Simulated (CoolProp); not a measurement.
R1224YDZ along the isotherm 137.25 °C: Z from the reference equation and from simpler models built on Tc = 155.5 °C, pc = 3.334 MPa, ω = 0.325; each cubic takes its own stable root.

Model: reference Helmholtz-energy equation of state, Akasaka 2023, in CoolProp.

| p (MPa) | phase | reference |
|---|---|---|
| 1.04 | gas | 0.8601 |
| 2.08 | gas | 0.6612 |
| 3.13 | liquid | 0.1442 |
| 4.17 | liquid | 0.1858 |
| 5.21 | liquid | 0.2266 |
| 6.25 | liquid | 0.2666 |
| 7.29 | liquid | 0.3060 |
| 8.34 | liquid | 0.3451 |

Q: How far does each simpler model (van der Waals, Redlich-Kwong, Peng-Robinson) lie from the reference over these 8 states: mean and median of the absolute difference, and the worst?

A: 
- van der Waals: mean 42.8 %, median 50.5 %, worst +67.4 % at 137.25 °C and 3.13 MPa
- Redlich-Kwong: mean 16.5 %, median 18.0 %, worst +29.7 % at 137.25 °C and 3.13 MPa
- Peng-Robinson: mean 4.0 %, median 3.2 %, worst +9.8 % at 137.25 °C and 3.13 MPa
